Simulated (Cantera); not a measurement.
Charge: 1 mol LiOH, 1.3 mol H₂, 0.35 mol H₂O, at 1598.15 K and 18.0 mbar.

Equilibrium computed with Cantera from the NASA thermochemical tables; the gas is ideal and each condensed phase is pure. Candidate condensed phases: H₂O, Li, LiH, LiOH, Li₂O; 17 gas species. The numbers say what is thermodynamically allowed, not how fast it happens.

Base state: H₂ 0.511, LiOH 0.255, H₂O 0.218, Li 0.0143, Li₂O 0.000825, Li₂(OH)₂ 0.000435, H 0.000284, LiH 7.69e-5 (mole fractions); condensed: Li₂O(s).

**Question.** What changes in the equilibrium state with this change: temperature from 1598.15 K to 1173 K?

**Answer.** 
| species | before | after |
|---|---|---|
| H₂ | 0.511 | 0.604 |
| H₂O | 0.218 | 0.393 |
| LiOH | 0.255 | 0.00262 |
| Li | 0.0143 | 1.77e-6 |
| Li₂O | 0.000825 | 1.20e-8 |
| LiH | 7.69e-5 | 1.79e-8 |
| H | 0.000284 | 6.83e-7 |
| Li₂(OH)₂ | 0.000435 | 3.90e-5 |
| Li₂O(s), mol | 0.160 | 0.497 |

**Question.** What changes in the equilibrium state with this change: temperature from 1598.15 K to 1373 K?

**Answer.** 
| species | before | after |
|---|---|---|
| H₂ | 0.511 | 0.593 |
| H₂O | 0.218 | 0.369 |
| LiOH | 0.255 | 0.0373 |
| Li | 0.0143 | 0.000229 |
| Li₂O | 0.000825 | 5.61e-6 |
| LiH | 7.69e-5 | 1.70e-6 |
| H | 0.000284 | 1.91e-5 |
| Li₂(OH)₂ | 0.000435 | 0.000196 |
| Li₂O(s), mol | 0.160 | 0.458 |
